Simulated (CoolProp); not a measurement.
A single-stage vapour-compression cycle with R1336mzz(E): evaporating at 324.15 K (dew point), condensing at 365.15 K (bubble point), superheat 10 K, subcooling 2 K, compressor efficiency 0.7, no pressure losses. Each further row changes one setting.

Values from CoolProp's reference Helmholtz-energy equation of state, Akasaka 2023.

```
case                              cooling COP  pressure ratio  discharge temperature (K)  refrigerating effect (kJ/kg)  volumetric capacity (kJ/m³)
--------------------------------  -----------  --------------  -------------------------  ----------------------------  ---------------------------
as stated                                4.06            2.84                      371.9                          85.8                         2560
evaporating temperature 329.15 K            …            2.46                      372.3                          89.1                            …
condensing temperature 360.15 K          4.90            2.53                          …                          92.8                         2770
subcooling 7 K                              …            2.84                      371.9                          92.9                         2770
superheat 20 K                           4.25            2.84                      381.5                          94.9                         2710
compressor efficiency 0.6                   …            2.84                      375.1                          85.8                         2560
```

### Question
Some entries are withheld; supply them.

### Answer

- evaporating temperature 329.15 K, cooling COP: 4.88
- evaporating temperature 329.15 K, volumetric capacity (kJ/m³): 3070
- condensing temperature 360.15 K, discharge temperature (K): 367.2
- subcooling 7 K, cooling COP: 4.40
- compressor efficiency 0.6, cooling COP: 3.48
